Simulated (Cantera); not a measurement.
Input (Python, Cantera) and output of one run.

```python
import numpy as np
import cantera as ct

gas_names = """
    C CO COS CO2 CS CS2 C2 C2O C3 C3O2 C4 C5 Na NaO Na2 Na2O Na2SO4 O O2 O3 S SO SO2 SO3 S2 S2O S8
""".split()
cond_names = """
    C(gr) Na(cr) Na(L) NaO2(s) Na2CO3(I) Na2CO3(II) Na2CO3(L) Na2O(c) Na2O(a) Na2O(L) Na2O2(a) Na2O2(b)
    Na2S(1) Na2S(2) Na2S(L) Na2SO4(V) Na2SO4(IV) Na2SO4(I) Na2SO4(L) S(cr1) S(cr2) S(L)
""".split()


def load(file, names, dense=False):
    # The tables refer to 1 bar. Condensed volumes are neglected.
    table = {s.name: s for s in ct.Species.list_from_file(file)}
    out = []
    for n in names:
        d = dict(table[n].input_data)
        d["thermo"] = dict(d["thermo"], **{"reference-pressure": 1e5})
        if dense:
            d["equation-of-state"] = {"model": "constant-volume", "density": "1e6 g/cm^3"}
        out.append(ct.Species.from_dict(d))
    return out


gas = ct.Solution(thermo="ideal-gas", species=load("nasa_gas.yaml", gas_names))
cond = {s.name: ct.Solution(thermo="fixed-stoichiometry", species=[s], name=s.name)
        for s in load("nasa_condensed.yaml", cond_names, dense=True)}
atoms = {
    'Na2CO3': {'Na': 2, 'C': 1, 'O': 3},
    'SO2': {'S': 1, 'O': 2},
    'O2': {'O': 2},
}
top_T = {'C(gr)': 4500, 'NaO2(s)': 800, 'Na2O2(b)': 940}  # K; cautious upper limits of use, not melting points


def equilibrate(T, P, feed):
    n = {}
    for name, mol in feed.items():
        for a, k in atoms[name].items():
            n[a] = n.get(a, 0.0) + k * mol
    gas.TPX = T, P, n
    mass = sum(n.values()) * gas.mean_molecular_weight
    gas.equilibrate("TP")
    valid = [c for c in cond.values() if c.min_temp <= T <= top_T.get(c.name, c.max_temp)]
    mix = ct.Mixture([(gas, mass / gas.mean_molecular_weight)] + [(c, 0.0) for c in valid])
    mix.T, mix.P = T, P
    mix.equilibrate("TP", solver="vcs", rtol=1e-11, max_steps=5000)
    return mix


results = []
feed = {'Na2CO3': 1, 'SO2': 0.89, 'O2': 0.054}  # mol
T = 1875  # K
P = 34000  # Pa
mix = equilibrate(T, P, feed)
results.append((T, P, feed, dict(zip(mix.species_names, mix.species_moles))))
x = sorted(zip(gas.X, gas.species_names), reverse=True)
print(f"T = {T:g} K  P = {P:g} Pa  gas = {mix.phase_moles(0):.4g} mol")
print("   x: " + "  ".join(f"{s} {v:.3e}" for v, s in x if v > 0.0001))
print("   condensed (mol): " + ("  ".join(f"{mix.phase(i).name} {mix.phase_moles(i):.4g}"
      for i in range(1, mix.n_phases) if mix.phase_moles(i) > 1e-12) or "none"))
```

Output:

```
T = 1875 K  P = 34000 Pa  gas = 2.062 mol
   x: CO2 4.286e-01  Na 3.738e-01  SO2 1.322e-01  CO 5.640e-02  Na2SO4 6.654e-03  SO 1.779e-03  Na2 3.104e-04  NaO 2.164e-04
   condensed (mol): Na2SO4(L) 0.6
```

These are equilibrium values from Cantera (NASA tables, ideal gas, pure condensed phases), not measurements of a reactor.
